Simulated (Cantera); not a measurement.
Charge: 1 mol Si₃N₄, 0.02 mol H₂O, 130 mol H₂, equilibrated at 16.0 mbar.

Cantera equilibrium calculation (NASA polynomials, part measured and part estimated; ideal gas, pure solids and liquids). Candidate condensed phases: H₂O, Si, SiO₂, Si₂N₂O, Si₃N₄; 35 gas species. Mutual solubility and eutectic melting of coexisting phases are not modelled. The tables' values for SiN are old estimates; treat these amounts as uncertain. Gases not in the tables: Si₂H₆ and higher silanes. Kinetics and transport are ignored.

x: gas mole fraction; n: condensed amount in mol.

| T (°C) | x H₂ | x H | x N₂ | x Si | x SiH | x SiH₂ | n Si₂N₂O(s) | n Si₃N₄(s) | n Si(s) | n Si(l) |
|---|---|---|---|---|---|---|---|---|---|---|
| 952 | 1.000 | 2.46e-6 | 5.13e-5 | 3.82e-11 | [?] | 3.44e-9 | 0.0200 | 0.987 | 0 | 0 |
| 1052 | 1.000 | 1.29e-5 | 5.94e-5 | 5.89e-9 | [?] | 1.17e-7 | 0.0199 | 0.986 | 0.00153 | 0 |
| 1152 | 0.999 | 5.39e-5 | 0.000625 | 1.01e-7 | [?] | 5.41e-7 | 0.0190 | 0.950 | 0.111 | 0 |
| 1252 | 0.995 | 0.000187 | 0.00481 | 1.18e-6 | [?] | 2.05e-6 | 0.00715 | 0.682 | 0.925 | 0 |
| 1352 | 0.984 | 0.000553 | 0.0151 | 1.02e-5 | [?] | 6.51e-6 | 0 | 0 | 2.98 | 0 |
| 1452 | 0.983 | 0.00146 | 0.0151 | 6.34e-5 | [?] | 1.70e-5 | 0 | 0 | 0 | 2.97 |
| 1552 | 0.981 | 0.00345 | 0.0151 | 0.000284 | [?] | 3.49e-5 | 0 | 0 | 0 | 2.93 |
| 1652 | 0.976 | 0.00747 | 0.0151 | 0.00109 | [?] | 6.65e-5 | 0 | 0 | 0 | 2.81 |
| 1752 | 0.966 | 0.0150 | 0.0150 | 0.00364 | [?] | 0.000118 | 0 | 0 | 0 | 2.42 |
| 1852 | 0.945 | 0.0279 | 0.0147 | 0.0108 | [?] | 0.000196 | 0 | 0 | 0 | 1.32 |

**Question.** Complete the blanks.

**Answer.** 
- 952, x SiH: 6.19e-11
- 1052, x SiH: 5.41e-9
- 1152, x SiH: 5.65e-8
- 1252, x SiH: 4.32e-7
- 1352, x SiH: 2.55e-6
- 1452, x SiH: 1.14e-5
- 1552, x SiH: 3.78e-5
- 1652, x SiH: 0.000111
- 1752, x SiH: 0.000290
- 1852, x SiH: 0.000687
